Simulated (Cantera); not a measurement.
Source: NASA polynomial tables (part measured, part estimated), evaluated in Cantera. Values are per mole of reaction as written; species without (g) are pure solids or liquids, kept so even where they would boil at 1 bar.

Task: Between 2550 and 2850 K, where is each reaction favourable under standard conditions?
- 2 N₂O(g) + V → VO₂(g) + 2 N₂(g)

Result: 
- 2 N₂O(g) + V → VO₂(g) + 2 N₂(g): ΔG° is -805 kJ at 2550 K and -843 kJ at 2850 K; it stays negative (K > 1). ΔH° is -487 kJ and ΔS° 125 J/K at 2850 K.
